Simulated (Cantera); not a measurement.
Feed: 1 mol c-C₄F₈, 0.09 mol CH₄, equilibrated at 1750 °C.

Equilibrium computed with Cantera from the NASA thermochemical tables; the gas is ideal and each condensed phase is pure. Candidate condensed phases: C, C₆H₆, C₇H₈, C₈H₁₈; 95 gas species. The feed counts by its element totals alone. Gases not in the tables: C₂F₆ and larger saturated fluorocarbons. Rates play no part.

**Question.** What share of the C ends up in condensed phases as a function of P (Pa), at 1, 4.20, 18, 75, 320, 1300, 5600, 24000, 100000?

**Answer.** 
| P (Pa) | C condensed (%) | as |
|---|---|---|
| 1 | 89.0 | C(graphite) |
| 4.20 | 70.4 | C(graphite) |
| 18 | 49.2 | C(graphite) |
| 75 | 45.9 | C(graphite) |
| 320 | 48.6 | C(graphite) |
| 1300 | 50.7 | C(graphite) |
| 5600 | 51.9 | C(graphite) |
| 24000 | 52.6 | C(graphite) |
| 100000 | 52.9 | C(graphite) |
